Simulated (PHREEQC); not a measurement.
Solution (25 °C): 0.23 mol CuSO4 and 0.00015 mol Na2SO4 per kg of water. Closed to the air; pH follows from the charge balance.

All values are PHREEQC results (ion-association model, phreeqc.dat), not measurements.

Question: The ionic strength comes out as 0.432 mol/kgw. What activity coefficients do Na+, Cu+2, SO4-2, CuOH+, Cu2(OH)2+2 get?

Answer: Na+ 0.72, Cu+2 0.26, SO4-2 0.22, CuOH+ 0.66, Cu2(OH)2+2 0.29.

No solid was allowed to form. Species that the database lacks are ignored.
